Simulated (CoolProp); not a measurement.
Values from CoolProp's reference Helmholtz-energy equation of state, Span 2000.

Q: For nitrogen, give the phase and the cp (kJ/(kg K)), Prandtl number at -139.25 °C and 0.0268 MPa; -139.25 °C and 1.25 MPa; -139.25 °C and 2.36 MPa.

A: 
- -139.25 °C and 0.0268 MPa: gas; cp 1.04, Prandtl number 0.757
- -139.25 °C and 1.25 MPa: gas; cp 1.26, Prandtl number 0.872
- -139.25 °C and 2.36 MPa: gas; cp 1.66, Prandtl number 1.05

Viscosity comes from a separate model (Lemmon 2004). Thermal conductivity comes from a separate model (Lemmon 2004).
